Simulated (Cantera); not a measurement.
# trisilylamine + N₂ (silicon nitride deposition)

Feed: 1 mol trisilylamine, 2.8 mol N₂, held at 31.0 Pa.

These are equilibrium values from Cantera (NASA tables, ideal gas, pure condensed phases), not measurements of a reactor. Candidate condensed phases: Si, Si₃N₄; 18 gas species. The feed counts by its element totals alone. Mutual solubility and eutectic melting of coexisting phases are not modelled. The tables' values for SiN are old estimates; treat these amounts as uncertain. The numbers say what is thermodynamically allowed, not how fast it happens.

From 900 °C to 1200 °C the condensed part is Si₃N₄(s). At 1250 °C the condensed part is Si(s) + Si₃N₄(s). From 1300 °C to 1400 °C the condensed part is Si(s).

| T (°C) | x H₂ | x N₂ | x H | x Si | x SiH | x Si₂N | x SiN | x SiH₂ | n Si₃N₄(s) | n Si(s) |
|---|---|---|---|---|---|---|---|---|---|---|
| 900 | 0.776 | 0.224 | 5.90e-6 | 4.98e-12 | 1.38e-12 | <1e-12 | <1e-12 | 1.65e-11 | 1.00 | 0 |
| 950 | 0.776 | 0.224 | 1.50e-5 | 9.14e-11 | 1.84e-11 | <1e-12 | 4.16e-12 | 1.28e-10 | 1.00 | 0 |
| 1000 | 0.776 | 0.224 | 3.57e-5 | 1.33e-9 | 1.99e-10 | 1.10e-12 | 4.46e-11 | 8.45e-10 | 1.00 | 0 |
| 1050 | 0.776 | 0.224 | 7.93e-5 | 1.58e-8 | 1.80e-9 | 2.59e-11 | 3.98e-10 | 4.83e-9 | 1.00 | 0 |
| 1100 | 0.776 | 0.224 | 0.000167 | 1.56e-7 | 1.38e-8 | 4.81e-10 | 3.03e-9 | 2.43e-8 | 1.00 | 0 |
| 1150 | 0.776 | 0.224 | 0.000332 | 1.31e-6 | 9.14e-8 | 7.23e-9 | 1.99e-8 | 1.09e-7 | 1.000 | 0 |
| 1200 | 0.775 | 0.224 | 0.000633 | 9.54e-6 | 5.32e-7 | 9.02e-8 | 1.15e-7 | 4.40e-7 | 1.000 | 0 |
| 1250 | 0.760 | 0.239 | 0.00114 | 5.82e-5 | 2.61e-6 | 9.01e-7 | 5.84e-7 | 1.52e-6 | 0.944 | 0.169 |
| 1300 | 0.575 | 0.423 | 0.00175 | 0.000177 | 5.70e-6 | 3.16e-6 | 1.94e-6 | 2.11e-6 | 0 | 3.00 |
| 1350 | 0.574 | 0.422 | 0.00297 | 0.000505 | 1.35e-5 | 7.84e-6 | 4.57e-6 | 3.71e-6 | 0 | 3.00 |
| 1400 | 0.572 | 0.421 | 0.00489 | 0.00135 | 3.03e-5 | 1.84e-5 | 1.02e-5 | 6.30e-6 | 0 | 2.99 |
x: gas mole fraction; n: condensed amount in mol.
